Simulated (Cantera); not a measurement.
Input (Python, Cantera) and output of one run.

```python
import numpy as np
import cantera as ct

gas_names = """
    C CN CO CO2 C2 CCN CNC C2N2 C2O C3 C3O2 C4 C4N2 C5 Cu CuO Cu2 N NCO NO NO2 NO3 N2 N2O O O2 O3
""".split()
cond_names = """
    C(gr) Cu(cr) Cu(L) CuO(s) Cu2O(s) Cu2O(L)
""".split()


def load(file, names, dense=False):
    # The tables refer to 1 bar. Condensed volumes are neglected.
    table = {s.name: s for s in ct.Species.list_from_file(file)}
    out = []
    for n in names:
        d = dict(table[n].input_data)
        d["thermo"] = dict(d["thermo"], **{"reference-pressure": 1e5})
        if dense:
            d["equation-of-state"] = {"model": "constant-volume", "density": "1e6 g/cm^3"}
        out.append(ct.Species.from_dict(d))
    return out


gas = ct.Solution(thermo="ideal-gas", species=load("nasa_gas.yaml", gas_names))
cond = {s.name: ct.Solution(thermo="fixed-stoichiometry", species=[s], name=s.name)
        for s in load("nasa_condensed.yaml", cond_names, dense=True)}
atoms = {
    'Cu': {'Cu': 1},
    'CO2': {'C': 1, 'O': 2},
    'N2': {'N': 2},
}
top_T = {'C(gr)': 4500, 'CuO(s)': 1390}  # K; cautious upper limits of use, not melting points


def equilibrate(T, P, feed):
    n = {}
    for name, mol in feed.items():
        for a, k in atoms[name].items():
            n[a] = n.get(a, 0.0) + k * mol
    gas.TPX = T, P, n
    mass = sum(n.values()) * gas.mean_molecular_weight
    gas.equilibrate("TP")
    valid = [c for c in cond.values() if c.min_temp <= T <= top_T.get(c.name, c.max_temp)]
    mix = ct.Mixture([(gas, mass / gas.mean_molecular_weight)] + [(c, 0.0) for c in valid])
    mix.T, mix.P = T, P
    mix.equilibrate("TP", solver="vcs", rtol=1e-11, max_steps=5000)
    return mix


results = []
feed = {'Cu': 1, 'CO2': 4.8, 'N2': 140}  # mol
T = 1723.15  # K
P = 41000  # Pa
mix = equilibrate(T, P, feed)
results.append((T, P, feed, dict(zip(mix.species_names, mix.species_moles))))
print(gas.report(threshold=0.0001))
for i in range(1, mix.n_phases):
    print(f"{mix.phase(i).name:16s} {mix.phase_moles(i):12.5e} mol")
```

It prints:

```
       temperature   1723.2 K
          pressure   41000 Pa
           density   0.081722 kg/m^3
  mean mol. weight   28.557 kg/kmol
   phase of matter   gas

                          1 kg             1 kmol
                     ---------------   ---------------
          enthalpy        1.2041e+06        3.4386e+07  J
   internal energy        7.0241e+05        2.0059e+07  J
           entropy              9005        2.5716e+05  J/K
    Gibbs function       -1.4313e+07       -4.0873e+08  J
 heat capacity c_p            1267.1             36185  J/K
 heat capacity c_v            975.95             27870  J/K

                      mass frac. Y      mole frac. X     chem. pot. / RT
                     ---------------   ---------------   ---------------
                CO        0.00037425        0.00038156           -43.683
               CO2          0.050461          0.032744           -62.674
                Cu         0.0011602        0.00052137           -7.2159
                N2           0.94774           0.96611           -27.375
                O2        0.00016142        0.00014406           -37.982
     [  +22 minor]         0.0001018        9.4134e-05

C(gr)             0.00000e+00 mol
Cu(L)             9.24163e-01 mol
Cu2O(L)           0.00000e+00 mol
```

These are equilibrium values from Cantera (NASA tables, ideal gas, pure condensed phases), not measurements of a reactor.
